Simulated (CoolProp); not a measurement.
Computed with CoolProp (reference Helmholtz-energy equation of state, Beckmüller 2019).

Problem. Give the vapour pressure (kPa), liquid cp (kJ/(kg K)), vapour Z, liquid viscosity (µPa s) of saturated n-octane at 418.3, 473 K.

Solution. 
```tsv
T (K)	p (kPa)	liquid cp (kJ/(kg K))	vapour Z	liquid viscosity (µPa s)
418.3	169	2.74	0.920	173
473	550	3.04	0.817	115
```

Viscosity comes from a separate model (Huber 2004).
